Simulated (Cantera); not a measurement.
What does this Cantera script print?

```python
import numpy as np
import cantera as ct

gas_names = [...]  # 114 gases of nasa_gas.yaml made of C, Fe, H, O
cond_names = """
    C(gr) C6H6(L) C7H8(L) C8H18(L),n-octa Fe(a) Fe(c) Fe(d) Fe(L) FeC5O5(L) FeO(s) FeO(L) Fe(OH)2(s)
    Fe(OH)3(s) Fe2O3(s) Fe3O4(s) H2O(s) H2O(L)
""".split()


# ... load() reads the species with a 1 bar reference pressure and builds the phases ...
atoms = {
    'Fe3O4': {'Fe': 3, 'O': 4},
    'CH4': {'C': 1, 'H': 4},
    'H2': {'H': 2},
}
top_T = {'C(gr)': 4500, 'Fe2O3(s)': 1830, 'Fe3O4(s)': 1870}  # K; cautious upper limits of use, not melting points


# ... equilibrate(T, P, feed) seeds the gas with the atoms and calls Mixture.equilibrate('TP', solver="vcs", rtol=1e-11, max_steps=5000) ...
results = []
P = 133.322  # Pa
for T in [1123, 1223, 1323, 1423, 1523, 1623, 1723, 1823, 1923, 2023, 2123, 2223]:
    for m in [1.7, 2.8, 3.8, 4.9, 5.9, 7, 8]:
        feed = {'Fe3O4': 1, 'CH4': 0.33, 'H2': m}  # mol
        mix = equilibrate(T, P, feed)
        results.append((T, P, feed, dict(zip(mix.species_names, mix.species_moles))))

for T, P, feed, n in results:
    print(f"{T:7g} {feed['H2']:10.4g}  " + (" + ".join(c for c in cond_names if n.get(c, 0) > 1e-12) or "gas only"))
```

It prints:

```
   1123        1.7  FeO(s)
   1123        2.8  Fe(a) + FeO(s)
   1123        3.8  Fe(a) + FeO(s)
   1123        4.9  Fe(a) + FeO(s)
   1123        5.9  Fe(a) + FeO(s)
   1123          7  Fe(a) + FeO(s)
   1123          8  Fe(a) + FeO(s)
   1223        1.7  FeO(s)
   1223        2.8  Fe(c) + FeO(s)
   1223        3.8  Fe(c) + FeO(s)
   1223        4.9  Fe(c) + FeO(s)
   1223        5.9  Fe(c) + FeO(s)
   1223          7  Fe(c) + FeO(s)
   1223          8  Fe(c) + FeO(s)
   1323        1.7  FeO(s)
   1323        2.8  Fe(c) + FeO(s)
   1323        3.8  Fe(c) + FeO(s)
   1323        4.9  Fe(c) + FeO(s)
   1323        5.9  Fe(c) + FeO(s)
   1323          7  Fe(c) + FeO(s)
   1323          8  Fe(c) + FeO(s)
   1423        1.7  Fe(c) + FeO(s)
   1423        2.8  Fe(c) + FeO(s)
   1423        3.8  Fe(c) + FeO(s)
   1423        4.9  Fe(c) + FeO(s)
   1423        5.9  Fe(c) + FeO(s)
   1423          7  Fe(c) + FeO(s)
   1423          8  Fe(c) + FeO(s)
   1523        1.7  Fe(c) + FeO(s)
   1523        2.8  Fe(c) + FeO(s)
   1523        3.8  Fe(c) + FeO(s)
   1523        4.9  Fe(c) + FeO(s)
   1523        5.9  Fe(c) + FeO(s)
   1523          7  Fe(c) + FeO(s)
   1523          8  Fe(c) + FeO(s)
   1623        1.7  Fe(c) + FeO(s)
   1623        2.8  Fe(c) + FeO(s)
   1623        3.8  Fe(c) + FeO(s)
   1623        4.9  Fe(c) + FeO(s)
   1623        5.9  Fe(c) + FeO(s)
   1623          7  Fe(c) + FeO(s)
   1623          8  Fe(c) + FeO(s)
   1723        1.7  Fe(d) + FeO(L)
   1723        2.8  Fe(d) + FeO(L)
   1723        3.8  Fe(d) + FeO(L)
   1723        4.9  Fe(d) + FeO(L)
   1723        5.9  Fe(d) + FeO(L)
   1723          7  Fe(d) + FeO(L)
   1723          8  Fe(d) + FeO(L)
   1823        1.7  Fe(L) + FeO(L)
   1823        2.8  Fe(L) + FeO(L)
   1823        3.8  Fe(L) + FeO(L)
   1823        4.9  Fe(L) + FeO(L)
   1823        5.9  Fe(L) + FeO(L)
   1823          7  Fe(L) + FeO(L)
   1823          8  Fe(L) + FeO(L)
   1923        1.7  FeO(L)
   1923        2.8  FeO(L)
   1923        3.8  Fe(L) + FeO(L)
   1923        4.9  Fe(L) + FeO(L)
   1923        5.9  Fe(L) + FeO(L)
   1923          7  Fe(L) + FeO(L)
   1923          8  Fe(L) + FeO(L)
   2023        1.7  FeO(L)
   2023        2.8  FeO(L)
   2023        3.8  FeO(L)
   2023        4.9  FeO(L)
   2023        5.9  FeO(L)
   2023          7  FeO(L)
   2023          8  FeO(L)
   2123        1.7  FeO(L)
   2123        2.8  FeO(L)
   2123        3.8  FeO(L)
   2123        4.9  FeO(L)
   2123        5.9  gas only
   2123          7  gas only
   2123          8  gas only
   2223        1.7  FeO(L)
   2223        2.8  FeO(L)
   2223        3.8  gas only
   2223        4.9  gas only
   2223        5.9  gas only
   2223          7  gas only
   2223          8  gas only
```

Cantera equilibrium calculation (NASA polynomials, part measured and part estimated; ideal gas, pure solids and liquids). Each liquid is taken as pure. Mutual solubility and eutectic melting of coexisting phases are not modelled. The tables' stoichiometric FeO is somewhat more stable than real wüstite, so its field is too wide. FeO: taken at fixed stoichiometry.
